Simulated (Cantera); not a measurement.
A perfectly stirred reactor is fed with NH3 : N2 = 0.16 : 2.4 (molar parts), at 13300 Pa; it is held at 1725 K, and followed from long to short residence time.

Computed with Cantera and the gas-phase N/H chemistry of the illustrative SiF4/NH3 mechanism in the Surface Chemkin manual (1991). Walls and surfaces, which speed up NH3 decomposition in real reactors, are not modelled.

x: mole fraction; the columns are a selection and need not sum to one.

```json
[
 {"τ (s)": "2.6", "x NH3": "0.0383", "x H": "[?]", "x NH2": "4.95e-5", "x H2": "0.0341", "x N2": "0.928"},
 {"τ (s)": "0.92", "x NH3": "0.0502", "x H": "[?]", "x NH2": "6.45e-5", "x H2": "0.0174", "x N2": "0.932"},
 {"τ (s)": "0.32", "x NH3": "0.0574", "x H": "[?]", "x NH2": "7.84e-5", "x H2": "0.00719", "x N2": "0.935"},
 {"τ (s)": "0.11", "x NH3": "0.0607", "x H": "[?]", "x NH2": "8.81e-5", "x H2": "0.00248", "x N2": "0.937"},
 {"τ (s)": "0.038", "x NH3": "0.0620", "x H": "[?]", "x NH2": "8.46e-5", "x H2": "0.000692", "x N2": "0.937"},
 {"τ (s)": "0.013", "x NH3": "0.0624", "x H": "[?]", "x NH2": "5.77e-5", "x H2": "0.000122", "x N2": "0.937"},
 {"τ (s)": "0.0045", "x NH3": "0.0625", "x H": "[?]", "x NH2": "2.39e-5", "x H2": "1.69e-5", "x N2": "0.937"},
 {"τ (s)": "0.0016", "x NH3": "0.0625", "x H": "2.70e-8", "x NH2": "8.59e-6", "x H2": "4.49e-6", "x N2": "0.937"},
 {"τ (s)": "0.00054", "x NH3": "0.0625", "x H": "2.58e-8", "x NH2": "2.89e-6", "x H2": "1.44e-6", "x N2": "0.937"},
 {"τ (s)": "0.00019", "x NH3": "0.0625", "x H": "2.49e-8", "x NH2": "1.00e-6", "x H2": "4.89e-7", "x N2": "0.938"}
]
```

**Question.** Some entries are withheld; supply them.

**Answer.** 
- 2.6, x H: 1.72e-5
- 0.92, x H: 8.82e-6
- 0.32, x H: 3.98e-6
- 0.11, x H: 1.56e-6
- 0.038, x H: 5.04e-7
- 0.013, x H: 1.18e-7
- 0.0045, x H: 3.62e-8
